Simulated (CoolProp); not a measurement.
R1233zd(E) at 407.02 K and 0.926 MPa is throttled through a valve to 0.622 MPa with no heat exchange. Each further row changes one setting.

Values from CoolProp's reference Helmholtz-energy equation of state, Akasaka 2022.

```
case                       temperature change (K)  final density (kg/m³)
-------------------------  ----------------------  ---------------------
as stated                                     ___                    ___
outlet pressure 0.187 MPa                   -10.2                    ___
outlet pressure 0.809 MPa                     ___                    ___
```

Task: What belongs in the gaps?

Result: 
- as stated, temperature change (K): -4.3
- as stated, final density (kg/m³): 26.6
- outlet pressure 0.187 MPa, final density (kg/m³): 7.60
- outlet pressure 0.809 MPa, temperature change (K): -1.7
- outlet pressure 0.809 MPa, final density (kg/m³): 35.4
